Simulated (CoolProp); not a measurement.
A closed Brayton cycle with dry air: compressor inlet 319.15 K and 1.3 MPa, high pressure 3.52 MPa, turbine inlet 770 K, compressor efficiency 0.8, turbine efficiency 0.9, recuperator effectiveness 0 (on enthalpy, no pinch check). Each further row changes one setting.

The numbers come from the reference Helmholtz-energy equation of state, Lemmon 2000 in CoolProp. It is a pseudo-pure fit of the blend.

| case | thermal efficiency (%) | net work (kJ/kg) | compressor to turbine work | compressor exit (K) | turbine exit (K) |
|---|---|---|---|---|---|
| as stated | ? | 42.9 | 0.76 | 450.1 | 607.4 |
| turbine inlet 720 K | ? | 31.3 | 0.81 | 450.1 | ? |
| compressor inlet 329.15 K | 11.9 | 38.7 | 0.78 | 464.0 | 607.4 |
| high pressure 2.99 MPa | 11.4 | 41.7 | 0.72 | 426.1 | ? |
| recuperator effectiveness 0.5 | 16.6 | 42.9 | 0.76 | 450.1 | 607.4 |

Q: What belongs in the gaps?

A: 
- as stated, thermal efficiency (%): 12.6
- turbine inlet 720 K, thermal efficiency (%): 10.9
- turbine inlet 720 K, turbine exit (K): 566.6
- high pressure 2.99 MPa, turbine exit (K): 631.6
